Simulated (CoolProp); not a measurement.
Vapour-liquid equilibrium of R227EA (1) + n-butane (2) at 328.8 K; x and y are mole fractions of (1).

The numbers come from the multi-fluid Helmholtz-energy mixture model, Lemmon 2016 and Bücker 2006; pair parameters Bell 2016 in CoolProp.

| x | bubble pressure, mixture model (kPa) | bubble pressure, Raoult's law (kPa) | y, mixture model | y, Raoult's law |
|---|---|---|---|---|
| 0.05 | 708.2 | 597.2 | 0.201 | 0.089 |
| 0.15 | 888.8 | 645.6 | 0.388 | 0.246 |
| 0.25 | 993.5 | 694.0 | 0.478 | 0.381 |
| 0.35 | 1058 | 742.4 | 0.535 | 0.498 |
| 0.45 | 1101 | 790.8 | 0.581 | 0.602 |
| 0.55 | 1130 | 839.2 | 0.627 | 0.693 |
| 0.65 | 1148 | 887.6 | 0.678 | 0.774 |
| 0.75 | 1152 | 936.0 | 0.741 | 0.847 |
| 0.85 | 1136 | 984.4 | 0.822 | 0.913 |
| 0.95 | 1092 | 1033 | 0.930 | 0.972 |

The largest gap from Raoult's law is +43.2 % in bubble pressure, at x = 0.25. y crosses x between x = 0.65 and 0.75: the model has an azeotrope there.

Pair parameters are fitted to limited data, so mixtures are less certain than the pure fluids.
